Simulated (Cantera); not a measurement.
Cantera with NASA thermochemical tables; ideal gases at 1 bar, condensed phases pure. Values are per mole of reaction as written; species without (g) are pure solids or liquids, kept so even where they would boil at 1 bar.

Task: Between 475 and 1075 K, where is each reaction favourable under standard conditions?
- CaS ⇌ Ca(g) + S

Result: 
- CaS ⇌ Ca(g) + S: ΔG° is 589 kJ at 475 K and 505 kJ at 1075 K; it stays positive (K < 1). ΔH° is 655 kJ and ΔS° 139 J/K at 1075 K.
